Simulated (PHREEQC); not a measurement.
Spent oxide etchant (model solution)

Solution (15 °C): 0.052 mol HF, 0.00138 mol H2SiF6, 1.82e-05 mol H3BO3 and 0.0062 mol HNO3 per kg of water. Closed to the air; pH follows from the charge balance.

All values are PHREEQC results (ion-association model, phreeqc.dat), not measurements.

| Item | Value |
|---|---|
| pH | 1.93 |
| ionic strength | 0.0145 mol/kgw |
| total alkalinity | -66.5 meq/kg |

```
species  molality  activity   log γ
-------  --------  --------  ------
HF         0.0472    0.0473   0.001
H+         0.0132    0.0119  -0.045
NO3-      0.00620   0.00547  -0.054
F-        0.00358   0.00317  -0.053
SiF6-2    0.00138  0.000866  -0.202
HF2-     0.000593  0.000526  -0.052
BF4-      1.81e-5   1.61e-5  -0.052
BF3OH-    1.16e-7   1.03e-7  -0.052
```

This is a speciation only: nothing precipitates in the calculation. SiF6-2 is the database's only silicon fluoride. Real BF4- forms and hydrolyses slowly; the run takes it at equilibrium.
